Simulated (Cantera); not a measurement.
Charge: 1 mol TiO₂, 1 mol H₂, held at 37.0 Pa.

Method: chemical equilibrium by Gibbs-energy minimisation in Cantera with the NASA 1993 tables (ideal gas, pure condensed phases). Candidate condensed phases: H₂O, Ti, TiO, TiO₂, Ti₂O₃, Ti₃O₅, Ti₄O₇; 12 gas species. Mutual solubility and eutectic melting of coexisting phases are not modelled. Condensed phases not in the tables: Magnéli phases beyond Ti₄O₇. Equilibrium is a limit: real reactors are often held back by kinetics, nucleation or transport. All values below are at 1450 K.

Base state: H₂ 0.989, H₂O 0.0108, H 0.000489 (mole fractions); condensed: TiO₂(rutile) + Ti₄O₇(s).

Task: What changes in the equilibrium state with this change: 0.14 mol O₂ added?

Result: 
| species | before | after |
|---|---|---|
| H₂ | 0.989 | 0.720 |
| H₂O | 0.0108 | 0.280 |
| H | 0.000489 | 0.000417 |
| TiO₂(rutile), mol | 0.957 | 1.00 |
| Ti₄O₇(s), mol | 0.0109 | 0 |
